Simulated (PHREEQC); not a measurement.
Consider water at 25 °C with 0.78 mol/kgw HF and 0.086 mol/kgw NH4HF2. It is in equilibrium with CO2 at log p = -1 (atm). Otherwise closed; pH follows from the charge balance.

Equilibrium calculation in PHREEQC: ion-association model, phreeqc.dat.

| quantity | before | after |
|---|---|---|
| pH | 1.63 | 2.75 |
| ionic strength (mol/kgw) | 0.114 | 0.00274 |
| HF (mol/kgw) | 0.753 | 0.00671 |
| HF2- (mol/kgw) | 0.0849 | 6.87e-5 |
| F- (mol/kgw) | 0.0295 | 0.00267 |

Question: Which change was made?
A) diluted 2-fold with water
B) temperature from 25 to 15 °C
C) diluted 100-fold with water
D) temperature from 25 to 70 °C

Answer: C, diluted 100-fold with water

No solid was allowed to form.
